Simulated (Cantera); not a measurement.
Charge: 1 mol SiCl4, 0.71 mol Cl2, 0.36 mol H2, held at 0.100 bar.

Method: chemical equilibrium by Gibbs-energy minimisation in Cantera with the NASA 1993 tables (ideal gas, pure condensed phases). Candidate condensed phases: Si; 19 gas species. Rates play no part. All values below are at 1200 K.

Base state: SiCl4 0.482, HCl 0.347, Cl2 0.166, Cl 0.00608 (mole fractions); condensed: gas only.

### Question
What changes in the equilibrium state with this change: pressure from 0.100 bar to 0.530 bar?

### Answer
| species | before | after |
|---|---|---|
| SiCl4 | 0.482 | 0.482 |
| HCl | 0.347 | 0.347 |
| Cl2 | 0.166 | 0.168 |
| Cl | 0.00608 | 0.00266 |
